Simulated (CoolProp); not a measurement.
Model: reference Helmholtz-energy equation of state, Lemmon 2006, in CoolProp. It is a short technical equation, of lower accuracy than the large ones.

Task: For carbonyl sulfide, give the phase and the density (kg/m³), cp (kJ/(kg K)), isothermal compressibility (1/MPa), fugacity coefficient at 222.2 K and 0.796 MPa.

Result: 
- 222.2 K and 0.796 MPa: liquid; density 1180, cp 1.18, isothermal compressibility 0.00131, fugacity coefficient 0.122
